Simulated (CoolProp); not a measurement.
Properties of propane at several states.

Values from CoolProp's reference Helmholtz-energy equation of state, Lemmon 2009.

| T (K) | p (MPa) | phase | Z | speed of sound (m/s) | conductivity (mW/(m K)) | Prandtl number |
|---|---|---|---|---|---|---|
| 440.9 | 0.378 | gas | 0.9828 | … | … | 0.742 |
| 428.5 | 0.142 | gas | 0.9929 | 295.3 | 35.1 | 0.742 |
| 432.3 | 0.0109 | gas | 0.9995 | 298.1 | 35.5 | 0.741 |
| 121.4 | 0.0416 | liquid | … | … | … | 14.4 |
| 541 | 1.02 | gas | 0.9779 | … | 54.8 | 0.720 |

Q: Complete the blanks.

A: 
- 440.9, speed of sound (m/s): 296.7
- 440.9, conductivity (mW/(m K)): 37.2
- 121.4, Z: 0.002610
- 121.4, speed of sound (m/s): 1892
- 121.4, conductivity (mW/(m K)): 194
- 541, speed of sound (m/s): 325.4

Viscosity comes from a separate model (Vogel 1998). Thermal conductivity comes from a separate model (Marsh 2002).
